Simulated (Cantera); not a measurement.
Input: 1 mol C₂H₂, 12 mol H₂, held at 1977 °C and 31.0 bar.

Equilibrium computed with Cantera from the NASA thermochemical tables; the gas is ideal and each condensed phase is pure. Candidate condensed phases: C, C₆H₆, C₇H₈, C₈H₁₈; 76 gas species. The ideal-gas law is rough above about 30 bar. Kinetics and transport are ignored.

Base state: H₂ 0.988, CH₄ 0.00716, C₂H₂ (acetylene) 0.00331, H 0.00133, C₂H₄ 0.000197, CH₃ 0.000182 (mole fractions); condensed: C(graphite).

Question: What changes in the equilibrium state with this change: temperature from 1977 °C to 2175 °C?

Answer: 
| species | before | after |
|---|---|---|
| H₂ | 0.988 | 0.982 |
| C₂H₂ (acetylene) | 0.00331 | 0.00850 |
| CH₄ | 0.00716 | 0.00489 |
| C₄H₂ | 4.52e-6 | 3.03e-5 |
| H | 0.00133 | 0.00355 |
| CH₃ | 0.000182 | 0.000321 |
| C₂H₄ | 0.000197 | 0.000227 |
| C(graphite), mol | 1.81 | 1.70 |
